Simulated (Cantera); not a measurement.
An isothermal, constant-pressure homogeneous reactor starts with 2.70 % CH₄, 96.6 % H₂, 0.734 % CO₂, at 2125 K and 105 Torr.

Detailed kinetics in Cantera: GRI-Mech 3.0 (53 species, 325 reactions). GRI-Mech 3.0 stops at C3 and has no aromatics, soot or wall deposition, so with more carbon than oxygen in the feed, carbon stays in small species such as C2H2 where larger ones or solid carbon would form.

One state of this run: x CH₄ = 0.0241; x H₂ = 0.961; x CO₂ = 0.00595; x HO₂ = <1e-12; x C₂H₆ = 3.21e-6. x: mole fraction; the columns are a selection and need not sum to one.

**Question.** Which value of t (s) does it belong to?
A) 0.000329
B) 0.278
C) 0.106
D) 7.00e-6

**Answer.** A, 0.000329
